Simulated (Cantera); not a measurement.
Input: 1 mol BF3, 0.27 mol N2, 0.23 mol O2, at 925 °C and 0.0133 bar.

Method: chemical equilibrium by Gibbs-energy minimisation in Cantera with the NASA 1993 tables (ideal gas, pure condensed phases). Candidate condensed phases: B, BN, B2O3; 31 gas species. The numbers say what is thermodynamically allowed, not how fast it happens.

Base state: BF3 0.667, N2 0.180, O2 0.153, NO 7.87e-5 (mole fractions); condensed: gas only.

Task: What changes in the equilibrium state with this change: BF3 replaced by borazine?

Result: 
| species | before | after |
|---|---|---|
| H2 | 0 | 0.876 |
| N2 | 0.180 | 0.123 |
| H2O | 0 | 0.000922 |
| BF3 | 0.667 | 0 |
| O2 | 0.153 | <1e-9 |
| HBO2 | 0 | 0.000213 |
| NO | 7.87e-5 | <1e-9 |
| HBO | 0 | 1.05e-5 |
| BN(s), mol | 0 | 2.70 |
| B2O3(l), mol | 0 | 0.152 |
The feed counts by its element totals alone. Mutual solubility and eutectic melting of coexisting phases are not modelled. Further candidate phases: B3O3H3, H2O.
